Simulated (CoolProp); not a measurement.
A closed Brayton cycle with carbon dioxide: compressor inlet 328.15 K and 8.4 MPa, high pressure 29 MPa, turbine inlet 620 K, compressor efficiency 0.89, turbine efficiency 0.93, recuperator effectiveness 0.9 (on enthalpy, no pinch check). Each further row changes one setting.

Values from CoolProp's reference Helmholtz-energy equation of state, Span 1996.

```tsv
case	thermal efficiency (%)	net work (kJ/kg)	compressor to turbine work	compressor exit (K)	turbine exit (K)
as stated	23.4	48.0	0.58	432.8	490.5
turbine inlet 570 K	18.5	34.4	0.66	432.8	445.9
compressor inlet 338.15 K	20.9	40.6	0.64	449.8	490.5
high pressure 24.6 MPa	24.3	46.1	0.55	418.5	507.2
recuperator effectiveness 0.5	20.7	48.0	0.58	432.8	490.5
```
